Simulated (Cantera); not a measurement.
Diamond growth

A diamond (100) surface in a fixed gas of H2 with x(CH4) = 0.019, x(H) = 0.00022, x(CH3) = 0.00032, 0.0140 bar; coverages are run to steady state.

Cantera simulation using the Harris–Goodwin 1993 mechanism for the reconstructed diamond (100) surface; the numbers are that mechanism's predictions, not measurements.

```csv
T (K),growth (µm/h),θ c6HH,θ c6H*,θ c6*H,θ c6**,θ c6HM
900,0.485,0.331,0.00481,0.135,0.00135,0.425
975,0.498,0.461,0.0113,0.249,0.00349,0.205
1050,0.233,0.545,0.0202,0.362,0.00644,0.0432
1125,0.124,0.543,0.0271,0.406,0.00845,0.00667
1200,0.103,0.535,0.0325,0.416,0.00955,0.00108
1275,0.0618,0.543,0.0366,0.408,0.0100,0.000188
1350,0.0182,0.562,0.0394,0.388,0.00963,3.83e-5
```
θ: site fractions in the mechanism's names (c6HH fully hydrogenated, c6H* and c6*H radical sites, c6** diradical, c6HM methylated).
